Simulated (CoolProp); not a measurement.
Properties of p-xylene along the isotherm 346.85 °C (Tc = 343.0 °C, pc = 3532 kPa, ω = 0.324).

Computed with CoolProp (reference Helmholtz-energy equation of state, Zhou 2012).

| p (kPa) | phase | conductivity (mW/(m K)) | Prandtl number |
|---|---|---|---|
| 353 | gas | 44.3 | 0.678 |
| 706 | gas | 44.6 | 0.689 |
| 1060 | gas | 45.0 | 0.703 |
| 1410 | gas | 45.5 | 0.721 |
| 1770 | gas | 46.3 | 0.744 |
| 2120 | gas | 47.3 | 0.772 |
| 2470 | gas | 48.8 | 0.809 |
| 2830 | gas | 51.5 | 0.866 |
| 3180 | gas | 56.1 | 0.979 |
| 3530 | gas | 67.9 | 1.50 |
| 3880 | supercritical | 78.6 | 3.61 |
| 4240 | supercritical | 77.5 | 3.00 |
| 4590 | supercritical | 77.7 | 2.85 |
| 4940 | supercritical | 78.2 | 2.78 |
| 5300 | supercritical | 78.6 | 2.74 |

Viscosity comes from a separate model (Balogun 2015). Thermal conductivity comes from a separate model (Mylona 2014).
